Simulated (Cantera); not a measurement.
Input (Python, Cantera) and output of one run.

```python
import numpy as np
import cantera as ct

gas_names = """
    CL CLO CL2 H HCL HNO HNO2 HNO3 HOCL HO2 H2 H2O H2O2 N NH NH2 NH3 NH2OH NO NO2 NO3 N2 N2H2 N2H4 N2O O
    OH O2 O3 Si SiCL SiCL2 SiCL3 SiCL4 SiH SiHCL3 SiH2 SiH2CL2 SiH3 SiH3CL SiH4 SiN SiO SiO2 Si2 Si2N
    Si3
""".split()
cond_names = """
    H2O(s) H2O(L) NH4CL(a) NH4CL(b) Si(cr) Si(L) SiO2(Lqz) SiO2(hqz) SiO2(L) Si2N2O(s) Si3N4(a)
""".split()


def load(file, names, dense=False):
    # The tables refer to 1 bar. Condensed volumes are neglected.
    table = {s.name: s for s in ct.Species.list_from_file(file)}
    out = []
    for n in names:
        d = dict(table[n].input_data)
        d["thermo"] = dict(d["thermo"], **{"reference-pressure": 1e5})
        if dense:
            d["equation-of-state"] = {"model": "constant-volume", "density": "1e6 g/cm^3"}
        out.append(ct.Species.from_dict(d))
    return out


gas = ct.Solution(thermo="ideal-gas", species=load("nasa_gas.yaml", gas_names))
cond = {s.name: ct.Solution(thermo="fixed-stoichiometry", species=[s], name=s.name)
        for s in load("nasa_condensed.yaml", cond_names, dense=True)}
atoms = {
    'SiH2Cl2': {'Si': 1, 'H': 2, 'CL': 2},
    'N2O': {'N': 2, 'O': 1},
}
top_T = {'Si2N2O(s)': 2100, 'Si3N4(a)': 2400}  # K; cautious upper limits of use, not melting points


def equilibrate(T, P, feed):
    n = {}
    for name, mol in feed.items():
        for a, k in atoms[name].items():
            n[a] = n.get(a, 0.0) + k * mol
    gas.TPX = T, P, n
    mass = sum(n.values()) * gas.mean_molecular_weight
    gas.equilibrate("TP")
    valid = [c for c in cond.values() if c.min_temp <= T <= top_T.get(c.name, c.max_temp)]
    mix = ct.Mixture([(gas, mass / gas.mean_molecular_weight)] + [(c, 0.0) for c in valid])
    mix.T, mix.P = T, P
    mix.equilibrate("TP", solver="vcs", rtol=1e-11, max_steps=5000)
    return mix


results = []
T = 2075  # K
P = 39000  # Pa
for m in [1.6, 4.9, 8.2, 12, 15, 18, 21, 25, 28]:
    feed = {'SiH2Cl2': 1, 'N2O': m}  # mol
    mix = equilibrate(T, P, feed)
    results.append((T, P, feed, dict(zip(mix.species_names, mix.species_moles))))

top = {s: max(r[3][s] / sum(r[3][g] for g in gas_names) for r in results) for s in gas_names}
cols = sorted((s for s in top if top[s] > 0.0001), key=lambda s: -top[s])[:5]
seen = [c for c in cond_names if any(r[3].get(c, 0) > 1e-12 for r in results)]
print("log10 of partial pressures in bar; condensed amounts in mol")
print(f"{'n(N2O)':>10s}" + "".join(f"{s[:9]:>10s}" for s in cols + seen))
for T, P, feed, n in results:
    ng = sum(n[g] for g in gas_names)
    print(f"{feed['N2O']:10.4g}" + "".join(f"{np.log10(max(n[s] / ng * P / 1e5, 1e-99)):10.3f}" for s in cols)
          + "".join(f"{n.get(c, 0):10.4g}" for c in seen))
```

It prints:

```
log10 of partial pressures in bar; condensed amounts in mol
    n(N2O)        N2       HCL        O2        CL       SiO   SiO2(L)
       1.6    -0.786    -0.747   -10.592    -2.501    -1.660    0.6924
       4.9    -0.650    -1.184    -1.234    -1.601    -6.339         1
       8.2    -0.627    -1.416    -1.081    -1.728    -6.415         1
        12    -0.616    -1.594    -1.019    -1.834    -6.446    0.9999
        15    -0.611    -1.701    -0.993    -1.900    -6.459    0.9999
        18    -0.607    -1.789    -0.977    -1.955    -6.468    0.9999
        21    -0.605    -1.865    -0.965    -2.003    -6.474    0.9999
        25    -0.603    -1.952    -0.954    -2.058    -6.479    0.9999
        28    -0.601    -2.009    -0.947    -2.094    -6.482    0.9999
```

Equilibrium computed with Cantera from the NASA thermochemical tables; the gas is ideal and each condensed phase is pure. The tables' values for SiCl3, SiCl are old estimates; treat these amounts as uncertain. The tables hold silica as quartz up to 1696 K and as liquid above; real silica turns to tridymite and cristobalite and melts near 1996 K. Gases not in the tables: Si(OH)4.
